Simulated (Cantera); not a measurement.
A perfectly stirred reactor is fed with H2 : O2 : N2 = 0.98 : 1 : 6.9 (molar parts), equivalence ratio 0.49, at 135 Torr; it is held at 1275 K, and followed from long to short residence time.

Computed with Cantera and the H2/O2 subset of GRI-Mech 3.0, which has no nitrogen chemistry. The temperature is held fixed by assumption; the heat of reaction is taken as removed at once.

x: mole fraction; the columns are a selection and need not sum to one.

| τ (s) | x H2 | x O2 | x H2O2 | x O | x H2O | x H |
|---|---|---|---|---|---|---|
| 3.8 | 7.40e-5 | 0.0607 | 1.37e-7 | … | 0.117 | 9.14e-6 |
| 0.99 | 0.000181 | 0.0607 | 2.38e-7 | … | 0.116 | 3.54e-5 |
| 0.26 | 0.000434 | 0.0607 | 3.88e-7 | … | 0.116 | 0.000135 |
| 0.067 | 0.00104 | 0.0607 | 5.83e-7 | … | 0.115 | 0.000516 |
| 0.018 | 0.00234 | 0.0610 | 7.71e-7 | … | 0.112 | 0.00183 |
| 0.0046 | 0.00514 | 0.0619 | 8.82e-7 | … | 0.106 | 0.00621 |
| 0.0012 | 0.0101 | 0.0642 | 8.58e-7 | … | 0.0941 | 0.0168 |

### Question
Complete the blanks.

### Answer

- 3.8, x O: 4.84e-5
- 0.99, x O: 0.000120
- 0.26, x O: 0.000294
- 0.067, x O: 0.000720
- 0.018, x O: 0.00167
- 0.0046, x O: 0.00377
- 0.0012, x O: 0.00739
